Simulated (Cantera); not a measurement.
A perfectly stirred reactor is fed with CH4 : O2 : N2 = 1 : 2.22 : 13 (molar parts), at 200000 Pa; it is adiabatic with a 300 K inlet, and is followed from long to short residence time, starting on the burning branch (τ in s: 0.19, 0.087, 0.04, 0.019, 0.0089, 0.0041, 0.0019, 0.00091, 0.00042, 0.0002, 9.3e-05, 4.3e-05).

Cantera simulation using GRI-Mech 3.0 (53 species, 325 reactions); the numbers are that mechanism's predictions, not measurements.

Task: Predict: blow-out, bracketed by the residence times tried; x(CH4) at τ = 0.190 s; x(O2) at τ = 0.190 s; x(C2H4) at τ = 0.190 s; x(NO) at τ = 0.190 s; x(CH4) at τ = 1.90 ms; x(O2) at τ = 1.90 ms; x(C2H4) at τ = 1.90 ms; x(NO) at τ = 1.90 ms.

Result: 
```json
{
 "blow_out_bracketed_by_the_residence_times_tried": "burning at 0.910 ms, out at 0.420 ms",
 "x(CH4) at τ = 0.190 s": "7.99e-6",
 "x(O2) at τ = 0.190 s": "0.0137",
 "x(C2H4) at τ = 0.190 s": "4.42e-9",
 "x(NO) at τ = 0.190 s": "1.79e-5",
 "x(CH4) at τ = 1.90 ms": "0.000185",
 "x(O2) at τ = 1.90 ms": "0.0175",
 "x(C2H4) at τ = 1.90 ms": "2.97e-7",
 "x(NO) at τ = 1.90 ms": "2.29e-5"
}
```
